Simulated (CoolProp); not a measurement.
Vapour-liquid equilibrium of ethane (1) + CHF3 (R23) (2) at 245 K; x and y are mole fractions of (1).

The numbers come from the multi-fluid Helmholtz-energy mixture model, Bücker 2006 and Penoncello 2003; pair parameters Bell 2016 in CoolProp.

| x | bubble pressure (MPa) | y at the bubble point | dew pressure at overall composition x (MPa) | liquid density (mol/L) |
|---|---|---|---|---|
| 0.05 | 1.260 | 0.159 | 1.127 | 16.96 |
| 0.15 | 1.492 | 0.319 | 1.248 | 16.34 |
| 0.25 | 1.607 | 0.397 | 1.388 | 15.81 |
| 0.35 | 1.662 | 0.446 | 1.540 | 15.38 |
| 0.45 | 1.686 | 0.485 | 1.665 | 15.06 |
| 0.55 | 1.687 | 0.521 | 1.673 | 14.88 |
| 0.65 | 1.664 | 0.563 | 1.567 | 14.81 |
| 0.75 | 1.607 | 0.619 | 1.430 | 14.85 |
| 0.85 | 1.494 | 0.704 | 1.297 | 14.95 |
| 0.95 | 1.284 | 0.861 | 1.178 | 15.11 |

y crosses x between x = 0.45 and 0.55: the model has an azeotrope there.

The pair parameters rest on a limited set of measurements; away from them the model extrapolates. With so large a gap from Raoult's law the liquid may split in two, which this calculation doesn't test in full.
